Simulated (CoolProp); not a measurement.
Values from CoolProp's reference Helmholtz-energy equation of state, Zhou 2012.

Problem. For m-xylene, give the phase and the speed of sound (m/s), isothermal compressibility (1/MPa), Prandtl number at 119.75 °C and 3.02 MPa.

Solution. 
- 119.75 °C and 3.02 MPa: liquid; speed of sound 971, isothermal compressibility 0.00172, Prandtl number 4.92

Viscosity comes from a separate model (Cao 2016). Thermal conductivity comes from a separate model (Mylona 2014).
